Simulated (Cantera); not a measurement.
Input (Python, Cantera):

```python
import numpy as np
import cantera as ct

gas = ct.Solution("gri30.yaml")
gas.TPX = 1725, 260, {'CH4': 1, 'H2': 1.3}
reactor = ct.IdealGasConstPressureReactor(gas, energy="off", clone=False)
net = ct.ReactorNet([reactor])
net.rtol, net.atol = 1e-08, 1e-18
show = ['CH4', 'H2', 'CH2', 'C2H6', 'C2H4']
times = np.geomspace(0.0006, 1, 12)

steps = ct.SolutionArray(gas, extra=["t"])
rows = []
print(f"{'t/s':>10s}{'T/K':>9s}{'P/Pa':>11s}" + "".join(f"{s:>11s}" for s in show))
for t in times:
    while net.time < t:
        t_next = net.step()
        steps.append(gas.state, t=t_next)
    rows.append([np.interp(t, steps.t, y) for y in (steps.T, steps.P, *steps(*show).X.T)])
    print(f"{t:10.3e}{rows[-1][0]:9.1f}{rows[-1][1]:11.4g}" + "".join(f"{x:11.3e}" for x in rows[-1][2:]))
rate = np.gradient(steps.T, steps.t)
print("integrator steps:", len(steps.t))
if steps.T.max() > steps.T[0] + 200:
    print(f"time of steepest temperature rise: {steps.t[rate.argmax()]:.4e} s")
gas.TPX = 1725, 260, {'CH4': 1, 'H2': 1.3}
gas.equilibrate("TP")
print(f"equilibrium (TP): T = {gas.T:.1f} K  " + "  ".join(f"{s} {gas[s].X[0]:.3e}" for s in show))
```

It prints:

```
       t/s      T/K       P/Pa        CH4         H2        CH2       C2H6       C2H4
 6.000e-04   1725.0        260  4.347e-01  5.652e-01  1.880e-10  5.726e-10  2.915e-09
 1.178e-03   1725.0        260  4.347e-01  5.652e-01  8.553e-10  4.769e-09  2.781e-08
 2.312e-03   1725.0        260  4.346e-01  5.652e-01  3.587e-09  3.515e-08  2.378e-07
 4.538e-03   1725.0        260  4.343e-01  5.653e-01  1.423e-08  2.274e-07  1.908e-06
 8.907e-03   1725.0        260  4.339e-01  5.654e-01  5.417e-08  1.261e-06  1.471e-05
 1.748e-02   1725.0        260  4.328e-01  5.656e-01  1.989e-07  5.965e-06  1.097e-04
 3.432e-02   1725.0        260  4.291e-01  5.670e-01  7.083e-07  2.498e-05  7.801e-04
 6.736e-02   1725.0        260  4.097e-01  5.772e-01  2.384e-06  9.161e-05  4.675e-03
 1.322e-01   1725.0        260  3.198e-01  6.331e-01  4.800e-06  1.520e-04  1.095e-02
 2.595e-01   1725.0        260  1.943e-01  7.171e-01  3.941e-06  6.891e-05  4.866e-03
 5.095e-01   1725.0        260  1.090e-01  7.743e-01  2.884e-06  2.398e-05  1.535e-03
 1.000e+00   1725.0        260  5.595e-02  8.097e-01  2.131e-06  7.294e-06  4.469e-04
integrator steps: 779
equilibrium (TP): T = 1725.0 K  CH4 8.112e-05  H2 8.453e-01  CH2 2.760e-08  C2H6 5.692e-11  C2H4 1.327e-05
```

Model: GRI-Mech 3.0 (53 species, 325 reactions), integrated in Cantera. GRI-Mech 3.0 stops at C3 and has no aromatics, soot or wall deposition, so with more carbon than oxygen in the feed, carbon stays in small species such as C2H2 where larger ones or solid carbon would form. Radical loss at walls, strong at low pressure, is not modelled.
